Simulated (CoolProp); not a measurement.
Values from CoolProp's reference Helmholtz-energy equation of state, Zhou 2016.

For R245ca, give the phase and the cp (kJ/(kg K)) at 375 K and 1.01 bar; 393.7 K and 1.01 bar.


- 375 K and 1.01 bar: gas; cp 1.05
- 393.7 K and 1.01 bar: gas; cp 1.08
